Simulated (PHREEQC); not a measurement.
## Hard or scaling water (model solution)

Solution (20 °C): 0.014 mol CaSO4, 0.00051 mol Na2HPO4 and 0.0033 mol MgSO4 per kg of water. Closed to the air; pH follows from the charge balance.

All values are PHREEQC results (ion-association model, phreeqc.dat), not measurements.

No solid was allowed to form.

Task: Estimate the pH, specific conductance, ionic strength.

Result: pH 7.73; specific conductance 2260 µS/cm; ionic strength 0.0476 mol/kgw.

Task: In which forms is S present?

Result: SO4-2 68 %, CaSO4 25 %, MgSO4 6.7 % of the S.

Examples of supersaturated solids here: Hydroxyapatite. Others may be too. Complexes and solids missing from the database can't appear.
